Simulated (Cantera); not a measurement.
**Ignition delay**

Mixture: CH4 : C2H6 : C3H8 : O2 : N2 = 1 : 0.056 : 0.36 : 7.54 : 28.3 (molar parts), at 6.40 bar, adiabatic and at constant volume. Ignition delay is the time to a rise of 400 K.

Detailed kinetics in Cantera: GRI-Mech 3.0 (53 species, 325 reactions). GRI-Mech 3.0 was tuned for natural gas; its chemistry of propane as a main component is partial and can be far from experiment.

```tsv
T0 (K)	delay (ms)
1125	6.07
1225	1.21
1325	0.269
1425	0.0736
1525	0.0256
1625	0.0110
1725	0.00571
1825	0.00339
1925	0.00225
```

apparent activation energy between 1725 and 1925 K: 130 kJ/mol
